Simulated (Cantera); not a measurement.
An adiabatic, constant-volume homogeneous reactor starts with CH4 : C2H6 : C3H8 : O2 : N2 : H2O = 1 : 0.19 : 0.065 : 5.34 : 20.1 : 7.3 (molar parts), at 1675 K and 165 Torr.

Detailed kinetics in Cantera: GRI-Mech 3.0 (53 species, 325 reactions).

Problem. Predict: time of steepest temperature rise; temperature at 3.00 s; equilibrium temperature; x(H) at 3.00 s.

Solution. 
```json
{
 "time_of_steepest_temperature_rise": "0.127 ms",
 "temperature at 3.00 s": "2435 K",
 "equilibrium_temperature": "2435 K",
 "x(H) at 3.00 s": "0.00298 (gas-phase equilibrium 0.00298)"
}
```
